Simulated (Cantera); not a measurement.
Thermodynamics of halide evaporation, hydrolysis and transport, feed MgF2 + H2O + H2

A closed system holds: 1 mol MgF2, 0.59 mol H2O, 62 mol H2, at 320 Pa.

These are equilibrium values from Cantera (NASA tables, ideal gas, pure condensed phases), not measurements of a reactor. Candidate condensed phases: H2O, Mg, MgF2, MgO, Mg(OH)2; 31 gas species. Mutual solubility and eutectic melting of coexisting phases are not modelled. Kinetics and transport are ignored.

```csv
T (K),x H2,x HF,x H2O,x MgF2,n MgF2(s),n MgO(s)
725,0.991,4.52e-5,0.00940,<1e-12,0.999,0.00141
775,0.991,0.000145,0.00935,<1e-12,0.995,0.00453
825,0.990,0.000399,0.00922,<1e-12,0.988,0.0125
875,0.990,0.000970,0.00894,6.15e-12,0.970,0.0304
925,0.990,0.00210,0.00837,1.08e-10,0.934,0.0658
975,0.989,0.00405,0.00738,1.40e-9,0.873,0.127
1025,0.987,0.00694,0.00592,1.40e-8,0.782,0.218
1075,0.985,0.0105,0.00415,1.13e-7,0.671,0.329
1125,0.984,0.0138,0.00248,7.48e-7,0.566,0.434
1175,0.983,0.0161,0.00129,4.21e-6,0.491,0.509
1225,0.982,0.0175,0.000617,2.04e-5,0.448,0.551
1275,0.982,0.0181,0.000292,8.72e-5,0.423,0.572
1325,0.981,0.0184,0.000142,0.000332,0.397,0.581
```
x: gas mole fraction; n: condensed amount in mol.

From 725 K to 1325 K the condensed part is MgF2(s) + MgO(s).
